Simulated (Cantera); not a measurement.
An isothermal, constant-pressure homogeneous reactor starts with 13.9 % C2H6, 86.1 % N2, at 1925 K and 1.01 bar.

Computed with Cantera and GRI-Mech 3.0 (53 species, 325 reactions). GRI-Mech 3.0 stops at C3 and has no aromatics, soot or wall deposition, so with more carbon than oxygen in the feed, carbon stays in small species such as C2H2 where larger ones or solid carbon would form.

Task: Predict: x(C2H6) at 3.00 s; x(CH2) at 3.00 s; x(HCN) at 3.00 s; x(C2H2) at 3.00 s; x(H) at 3.00 s; x(CH3) at 3.00 s; x(C2H) at 3.00 s.

Result: x(C2H6) at 3.00 s: 3.74e-8 (gas-phase equilibrium 1.75e-8)
x(CH2) at 3.00 s: 8.41e-8 (gas-phase equilibrium 5.76e-8)
x(HCN) at 3.00 s: 0.000201 (gas-phase equilibrium 0.116)
x(C2H2) at 3.00 s: 0.108 (gas-phase equilibrium 0.0502)
x(H) at 3.00 s: 0.000444 (gas-phase equilibrium 0.000445)
x(CH3) at 3.00 s: 3.31e-5 (gas-phase equilibrium 2.27e-5)
x(C2H) at 3.00 s: 3.19e-6 (gas-phase equilibrium 1.48e-6)
